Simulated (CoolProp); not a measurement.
Vapour-liquid equilibrium of fluoroethane (R161) (1) + R1234yf (2) at 31.55 °C; x and y are mole fractions of (1).

The numbers come from the multi-fluid Helmholtz-energy mixture model, Wu 2012 and Lemmon 2022; pair parameters Bell 2016 in CoolProp.

```
x     bubble pressure, mixture model (bar)  bubble pressure, Raoult's law (bar)  y, mixture model  y, Raoult's law
----  ------------------------------------  -----------------------------------  ----------------  ---------------
0.05                                 8.350                                8.313             0.066            0.066
0.2                                  8.873                                8.738             0.248            0.252
0.35                                     …                                9.164             0.411            0.420
0.5                                  9.822                                9.590             0.559            0.574
0.65                                 10.23                                10.02             0.697            0.714
0.8                                      …                                10.44             0.828            0.844
0.95                                     …                                10.87             0.957            0.962
```

Question: Complete the blanks.

Answer: 
- 0.35, bubble pressure, mixture model (bar): 9.367
- 0.8, bubble pressure, mixture model (bar): 10.60
- 0.95, bubble pressure, mixture model (bar): 10.92

The largest gap from Raoult's law is +2.4 % in bubble pressure, at x = 0.5. No azeotrope shows between x = 0.05 and 0.95.

Pair parameters are fitted to limited data, so mixtures are less certain than the pure fluids.
